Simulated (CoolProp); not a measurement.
A simple Rankine cycle with R236EA: condensing at 313.15 K, boiler at 1.1 MPa, turbine inlet 359 K, turbine efficiency 0.7, pump efficiency 0.6, no recuperator. Each further row changes one setting.

Model: reference Helmholtz-energy equation of state, Rui 2013, in CoolProp.

| case | thermal efficiency (%) | net work (kJ/kg) | heat in (kJ/kg) | turbine exit temperature (K) | volume ratio over the turbine |
|---|---|---|---|---|---|
| as stated | 6.9 | 12.3 | 178 | 332.2 | 3.59 |
| turbine inlet 379 K | ? | 13.6 | 200 | 354.1 | 3.46 |
| condensing temperature 305.15 K | 8.1 | 15.1 | ? | 327.7 | 4.66 |
| boiler pressure 0.77 MPa | ? | ? | 184 | ? | 2.37 |
| turbine efficiency 0.6 | 5.9 | ? | 178 | 334.2 | 3.62 |

Task: Fill in the missing entries.

Result: 
- turbine inlet 379 K, thermal efficiency (%): 6.8
- condensing temperature 305.15 K, heat in (kJ/kg): 188
- boiler pressure 0.77 MPa, thermal efficiency (%): 5.0
- boiler pressure 0.77 MPa, net work (kJ/kg): 9.30
- boiler pressure 0.77 MPa, turbine exit temperature (K): 342.2
- turbine efficiency 0.6, net work (kJ/kg): 10.4
